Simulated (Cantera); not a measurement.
**Adiabatic ignition**

An adiabatic, constant-pressure homogeneous reactor starts with 6.38 % CH4, 19.6 % O2, 74.0 % N2, at 1675 K and 1.01 bar.

Computed with Cantera and GRI-Mech 3.0 (53 species, 325 reactions).

```tsv
t (s)	T (K)	x CH4	x O2	x NO	x C2H	x H2O	x HCO
2.00e-6	1675	0.0638	0.196	<1e-12	<1e-12	4.63e-7	1.22e-12
8.60e-6	1675	0.0638	0.196	<1e-12	<1e-12	3.98e-6	3.42e-11
3.69e-5	1675	0.0637	0.196	1.20e-12	<1e-12	4.41e-5	1.36e-9
0.000159	1683	0.0605	0.194	5.60e-11	1.78e-11	0.00220	5.74e-7
0.000682	2653	<1e-12	0.0690	0.00154	<1e-12	0.108	6.31e-9
0.00293	2653	<1e-12	0.0658	0.00837	<1e-12	0.109	5.82e-9
0.0126	2646	<1e-12	0.0627	0.0150	<1e-12	0.110	5.62e-9
0.0541	2645	<1e-12	0.0626	0.0153	<1e-12	0.110	5.61e-9
0.233	2645	<1e-12	0.0626	0.0153	<1e-12	0.110	5.61e-9
1.00	2645	<1e-12	0.0626	0.0153	<1e-12	0.110	5.61e-9
```
x: mole fraction; the columns are a selection and need not sum to one.

```json
{
  "time_of_steepest_temperature_rise": "0.241 ms",
  "temperature at 1.00 s": "2645 K",
  "equilibrium_temperature": "2645 K",
  "x(CH4) at 1.00 s": "<1e-12 (gas-phase equilibrium <1e-12)",
  "x(O2) at 1.00 s": "0.0626 (gas-phase equilibrium 0.0626)",
  "x(NO) at 1.00 s": "0.0153 (gas-phase equilibrium 0.0153)"
}
```
